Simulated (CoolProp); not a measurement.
Properties of toluene along the isobar 5590 kPa.

Computed with CoolProp (reference Helmholtz-energy equation of state, Lemmon 2006). It is a short technical equation, of lower accuracy than the large ones.

```tsv
T (K)	phase	Joule-Thomson coefficient (K/MPa)	isothermal compressibility (1/MPa)	expansivity (1/kK)
411.3	liquid	-0.2813	0.002086	1.347
441.1	liquid	-0.2110	0.002776	1.501
470.9	liquid	-0.1185	0.003853	1.719
500.7	liquid	0.01574	0.005691	2.048
530.5	liquid	0.2365	0.009270	2.596
560.4	liquid	0.6780	0.01805	3.688
590.2	liquid	1.962	0.05313	6.922
620	supercritical	11.20	0.6421	33.61
```
